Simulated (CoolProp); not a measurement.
Values from CoolProp's reference Helmholtz-energy equation of state, Setzmann 1991.

Task: Give the vapour pressure (MPa), vapour Z, vapour viscosity (µPa s) of saturated methane at 120.3, 149 K.

Result: 
```tsv
T (K)	p (MPa)	vapour Z	vapour viscosity (µPa s)
120.3	0.196	0.943	4.60
149	0.994	0.825	5.84
```

Viscosity comes from a separate model (Quiñones-Cisneros 2006).
